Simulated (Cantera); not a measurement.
What does this Cantera script print?

```python
import numpy as np
import cantera as ct

gas = ct.Solution("gri30.yaml", transport_model="mixture-averaged")
show = ['H', 'C2H2', 'N2']

rows = []
print(f"{'T/K':>7s}{'rho':>11s}{'cp':>10s}{'mu':>11s}{'lambda':>11s}{'Pr':>7s}" + "".join(f"{'D_' + s:>11s}" for s in show))
for T in [400, 600, 800, 1000, 1200, 1400]:
    gas.TPX = T, 5500, {'N2': 0.16, 'CO2': 0.67, 'N2O': 0.061}
    Pr = gas.cp_mass * gas.viscosity / gas.thermal_conductivity
    D = [gas.mix_diff_coeffs_mole[gas.species_index(s)] for s in show]
    rows.append([gas.density, gas.cp_mass, gas.viscosity, gas.thermal_conductivity, Pr, *D])
    print(f"{T:7g}{gas.density:11.4e}{gas.cp_mass:10.1f}{gas.viscosity:11.4e}"
          f"{gas.thermal_conductivity:11.4e}{Pr:7.3f}" + "".join(f"{d:11.4e}" for d in D))
print("SI units: kg/m3, J/kg/K, Pa s, W/m/K, m2/s")
```

Output:

```
    T/K        rho        cp         mu     lambda     Pr        D_H     D_C2H2       D_N2
    400 6.8030e-02     953.6 2.0120e-05 2.6545e-02  0.723 3.1982e-03 4.0804e-04 4.9040e-04
    600 4.5353e-02    1077.6 2.8129e-05 4.1714e-02  0.727 6.5877e-03 8.5204e-04 1.0011e-03
    800 3.4015e-02    1164.4 3.4988e-05 5.5884e-02  0.729 1.0845e-02 1.4128e-03 1.6406e-03
   1000 2.7212e-02    1227.9 4.1090e-05 6.9000e-02  0.731 1.5870e-02 2.0762e-03 2.3946e-03
   1200 2.2677e-02    1271.2 4.6656e-05 8.1186e-02  0.731 2.1599e-02 2.8331e-03 3.2537e-03
   1400 1.9437e-02    1304.2 5.1822e-05 9.2574e-02  0.730 2.7984e-02 3.6769e-03 4.2113e-03
SI units: kg/m3, J/kg/K, Pa s, W/m/K, m2/s
```

Detailed kinetics in Cantera: GRI-Mech 3.0 (53 species, 325 reactions). The composition is frozen, though it would react at the higher temperatures.
